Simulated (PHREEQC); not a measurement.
A column of 0.5 m (30 cells, dispersivity 0.018 m, 300 s a shift, diffusion coefficient 3e-10 m²/s) holds 0.088 eq of the database's cation exchanger X per kg of pore water, first in equilibrium with 0.001 mol/kgw KCl, 0.0022 mol/kgw KBr, 0.0039 mol/kgw MnCl2 and 1e-05 mol/kgw HCl. It is flushed with 0.69 mmol/kgw ZnCl2, 3.4 mmol/kgw CdCl2, 60 mmol/kgw LiCl and 0.01 mmol/kgw HCl, at 25 °C. Values are for the last cell. CO2 from the air is kept out. No solid was allowed to form.

Base run: PHREEQC, ion-association model, phreeqc.dat. Each further column changes one thing. The table gives Li in solution (mol/kgw).

```tsv
pore volumes	base	exchange capacity from 0.088 to 0.044 eq/kgw	dispersivity from 0.018 to 0.036 m
0	0	0	0
0.5167	3.63e-6	3.83e-5	0.000207
0.85	0.00338	0.00761	0.00785
1.35	0.0301	0.0401	0.0314
1.85	0.0461	(withheld)	(withheld)
2.35	0.0525	0.0572	0.0517
2.683	0.0548	(withheld)	(withheld)
3.183	0.0568	0.0591	0.0561
3.683	0.0580	0.0595	0.0574
4.183	0.0586	(withheld)	(withheld)
4.517	0.0589	0.0598	(withheld)
5.017	0.0591	0.0599	0.0589
```

Q: Some entries are withheld; supply them.

A: 
- 1.85, exchange capacity from 0.088 to 0.044 eq/kgw: 0.0533
- 1.85, dispersivity from 0.018 to 0.036 m: 0.0454
- 2.683, exchange capacity from 0.088 to 0.044 eq/kgw: 0.0583
- 2.683, dispersivity from 0.018 to 0.036 m: 0.0540
- 4.183, exchange capacity from 0.088 to 0.044 eq/kgw: 0.0597
- 4.183, dispersivity from 0.018 to 0.036 m: 0.0582
- 4.517, dispersivity from 0.018 to 0.036 m: 0.0585
